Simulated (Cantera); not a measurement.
Charge: 1 mol B2H6, 12 mol H2O, 0.56 mol N2, equilibrated at 1000 Pa.

These are equilibrium values from Cantera (NASA tables, ideal gas, pure condensed phases), not measurements of a reactor. Candidate condensed phases: B, BN, B2O3, B3O3H3, H2O; 39 gas species. The feed counts by its element totals alone. Gases not in the tables: H3BO3. Kinetics and transport are ignored. All values below are at 977 °C.

Base state: H2O 0.568, H2 0.383, N2 0.0358, HBO2 0.0124, (HBO2)3 0.000418 (mole fractions); condensed: B2O3(l).

Problem. What changes in the equilibrium state with this change: H2O from 12 to 0.42 mol?

Solution. 
```json
[
 {"species": "H2", "before": "0.383", "after": "0.998"},
 {"species": "HBO", "before": "7.06e-7", "after": "0.00135"},
 {"species": "B3O3H3", "before": "<1e-9", "after": "0.000691"},
 {"species": "H2O", "before": "0.568", "after": "1.06e-6"},
 {"species": "N2", "before": "0.0358", "after": "<1e-9"},
 {"species": "HBO2", "before": "0.0124", "after": "1.69e-5"},
 {"species": "(HBO2)3", "before": "0.000418", "after": "<1e-9"},
 {"species": "B2O2", "before": "<1e-9", "after": "3.08e-5"},
 {"species": "B2O3(l), mol", "before": "0.893", "after": "0.136"},
 {"species": "B(s), mol", "before": "0", "after": "0.596"},
 {"species": "BN(s), mol", "before": "0", "after": "1.12"}
]
```
N2 is the only nitrogen source here; it is nearly inert below about 1500 K, so the nitride shown seldom forms there in practice. Mutual solubility and eutectic melting of coexisting phases are not modelled.
